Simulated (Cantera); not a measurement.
Input: 1 mol V, 1.8 mol O2, 0.63 mol N2, 1.2 mol H2O, held at 1.40 bar.

Equilibrium computed with Cantera from the NASA thermochemical tables; the gas is ideal and each condensed phase is pure. Candidate condensed phases: H2O, V, VN, VO, V2O3, V2O4, V2O5; 28 gas species. Condensed phases not in the tables: the oxides between V2O3 and V2O5 other than VO2. Gases not in the tables: V4O10. Rates play no part.

x: gas mole fraction; n: condensed amount in mol.

```csv
T (K),x H2O,x O2,x N2,x NO,x OH,n V2O5(s),n V2O5(l),n V2O4(l)
923,0.504,0.231,0.265,7.60e-6,4.76e-8,0.500,0,0
1023,0.504,0.231,0.265,2.44e-5,3.77e-7,0,0.500,0
1123,0.504,0.231,0.265,6.34e-5,2.07e-6,0,0.500,0
1223,0.504,0.231,0.265,0.000141,8.60e-6,0,0.500,0
1323,0.504,0.231,0.265,0.000279,2.88e-5,0,0.500,0
1423,0.504,0.231,0.264,[?],[?],0,0.500,0
1523,0.504,0.231,0.264,0.000830,0.000201,0,0.500,0
1623,0.504,0.230,0.264,0.00129,0.000445,0,0.500,0
1723,0.504,0.230,0.264,0.00191,0.000895,0,0.500,0
1823,0.503,0.229,0.263,0.00271,0.00167,0,0.500,0
1923,0.454,0.301,0.237,[?],[?],0,0,0.500
2023,0.453,0.300,0.236,0.00533,0.00489,0,0,0.499
```

### Question
Complete the blanks.

### Answer

- 1423, x NO: 0.000500
- 1423, x OH: 8.16e-5
- 1923, x NO: 0.00404
- 1923, x OH: 0.00297
